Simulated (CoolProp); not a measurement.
Vapour-liquid equilibrium of sulfur dioxide (1) + toluene (2) at 296.9 K; x and y are mole fractions of (1).

Values from CoolProp's multi-fluid Helmholtz-energy mixture model, Gao 2016 and Lemmon 2006; pair parameters Bell 2016.

```csv
x,"bubble pressure, mixture model (MPa)","bubble pressure, Raoult's law (MPa)","y, mixture model","y, Raoult's law"
0.05,0.01677,0.02218,0.797,0.848
0.125,0.04052,0.05012,0.922,0.938
0.2,0.06795,0.07805,0.958,0.964
0.275,0.09779,0.1060,0.973,0.976
0.35,0.1287,0.1339,0.982,0.983
0.425,0.1597,0.1619,0.987,0.987
0.5,0.1900,0.1898,0.990,0.991
0.575,0.2192,0.2177,0.993,0.993
0.65,0.2472,0.2457,0.995,0.995
0.725,0.2744,0.2736,0.996,0.996
0.8,0.3012,0.3015,0.997,0.998
0.875,0.3283,0.3295,0.998,0.999
0.95,0.3564,0.3574,0.999,1.000
```

The largest gap from Raoult's law is -24.4 % in bubble pressure, at x = 0.05. No azeotrope shows between x = 0.05 and 0.95.

The pair parameters rest on a limited set of measurements; away from them the model extrapolates. The gap from Raoult's law changes sign with composition, which may be real or a fault of the pair parameters; it wasn't checked against measurements.
